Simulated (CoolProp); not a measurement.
R114 at 392.11 K and 1.04 MPa is throttled through a valve to 0.079 MPa with no heat exchange. Each further row changes one setting.

Values from CoolProp's reference Helmholtz-energy equation of state, Platzer 1990. This equation is an older, rougher fit.

```csv
case,temperature change (K),final density (kg/m³)
as stated,?,4.31
outlet pressure 0.0237 MPa,?,1.29
outlet pressure 0.103 MPa,?,?
```

Problem. Some entries are withheld; supply them.

Solution. 
- as stated, temperature change (K): -11.3
- outlet pressure 0.0237 MPa, temperature change (K): -11.9
- outlet pressure 0.103 MPa, temperature change (K): -11.0
- outlet pressure 0.103 MPa, final density (kg/m³): 5.64
